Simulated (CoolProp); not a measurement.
A closed Brayton cycle with carbon dioxide: compressor inlet 329.15 K and 7.8 MPa, high pressure 20.7 MPa, turbine inlet 990 K, compressor efficiency 0.89, turbine efficiency 0.9, recuperator effectiveness 0 (on enthalpy, no pinch check). Each further row changes one setting.

Values from CoolProp's reference Helmholtz-energy equation of state, Span 1996.

```tsv
case	thermal efficiency (%)	net work (kJ/kg)	compressor to turbine work	compressor exit (K)	turbine exit (K)
as stated	14.1	104	0.33	414.3	859.2
turbine inlet 940 K	14.1	95.6	0.35	414.3	813.7
compressor inlet 339.15 K	13.8	98.9	0.37	428.4	859.2
high pressure 17.6 MPa	11.9	89.5	0.32	399.7	880.2
recuperator effectiveness 0.5	21.6	104	0.33	414.3	859.2
```
